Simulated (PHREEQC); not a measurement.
3.7 g of hydrous ferric oxide (600 m²/g; 0.2 weak and 0.005 strong sites per Fe, Dzombak-Morel constants, diffuse double layer) in 1 kg of water with 0.1 mol/kgw of an inert sodium salt and 0.0079 mol Na2SeO4, at 25 °C; the pH is set by adding NaOH or the inert anion's acid. O2 is buffered at 0.21 atm. No CO2 enters from the air. Nothing may precipitate in this run.

Base run: PHREEQC, ion-association model, wateq4f.dat. Each further column changes one thing. The table gives surface charge σ (C/m²).

```json
[
 {"pH": "4", "base": "0.067", "background salt from 0.1 to 0.01 mol/kgw": "0.033", "oxide from 3.7 to 18 g/kgw": "0.208", "0.0011 mol/kgw Na2HAsO4 added": "0.064"},
 {"pH": "4.5", "base": "0.066", "background salt from 0.1 to 0.01 mol/kgw": "0.032", "oxide from 3.7 to 18 g/kgw": "?", "0.0011 mol/kgw Na2HAsO4 added": "0.062"},
 {"pH": "5", "base": "0.063", "background salt from 0.1 to 0.01 mol/kgw": "0.030", "oxide from 3.7 to 18 g/kgw": "0.143", "0.0011 mol/kgw Na2HAsO4 added": "0.058"},
 {"pH": "5.5", "base": "0.057", "background salt from 0.1 to 0.01 mol/kgw": "0.027", "oxide from 3.7 to 18 g/kgw": "?", "0.0011 mol/kgw Na2HAsO4 added": "0.052"},
 {"pH": "6", "base": "0.048", "background salt from 0.1 to 0.01 mol/kgw": "0.023", "oxide from 3.7 to 18 g/kgw": "0.071", "0.0011 mol/kgw Na2HAsO4 added": "0.043"},
 {"pH": "6.5", "base": "0.038", "background salt from 0.1 to 0.01 mol/kgw": "0.018", "oxide from 3.7 to 18 g/kgw": "?", "0.0011 mol/kgw Na2HAsO4 added": "0.031"},
 {"pH": "7", "base": "0.027", "background salt from 0.1 to 0.01 mol/kgw": "0.013", "oxide from 3.7 to 18 g/kgw": "0.031", "0.0011 mol/kgw Na2HAsO4 added": "0.017"},
 {"pH": "7.5", "base": "0.016", "background salt from 0.1 to 0.01 mol/kgw": "0.008", "oxide from 3.7 to 18 g/kgw": "0.017", "0.0011 mol/kgw Na2HAsO4 added": "?"},
 {"pH": "8", "base": "0.002", "background salt from 0.1 to 0.01 mol/kgw": "0.001", "oxide from 3.7 to 18 g/kgw": "0.002", "0.0011 mol/kgw Na2HAsO4 added": "-0.020"},
 {"pH": "8.5", "base": "-0.016", "background salt from 0.1 to 0.01 mol/kgw": "-0.009", "oxide from 3.7 to 18 g/kgw": "-0.016", "0.0011 mol/kgw Na2HAsO4 added": "-0.045"},
 {"pH": "9", "base": "-0.037", "background salt from 0.1 to 0.01 mol/kgw": "-0.022", "oxide from 3.7 to 18 g/kgw": "-0.038", "0.0011 mol/kgw Na2HAsO4 added": "-0.076"},
 {"pH": "9.5", "base": "-0.065", "background salt from 0.1 to 0.01 mol/kgw": "-0.040", "oxide from 3.7 to 18 g/kgw": "-0.065", "0.0011 mol/kgw Na2HAsO4 added": "-0.112"},
 {"pH": "10", "base": "-0.101", "background salt from 0.1 to 0.01 mol/kgw": "-0.065", "oxide from 3.7 to 18 g/kgw": "-0.102", "0.0011 mol/kgw Na2HAsO4 added": "-0.153"}
]
```

Problem. Some entries are withheld; supply them.

Solution. 
- 4.5, oxide from 3.7 to 18 g/kgw: 0.181
- 5.5, oxide from 3.7 to 18 g/kgw: 0.104
- 6.5, oxide from 3.7 to 18 g/kgw: 0.047
- 7.5, 0.0011 mol/kgw Na2HAsO4 added: 0.000
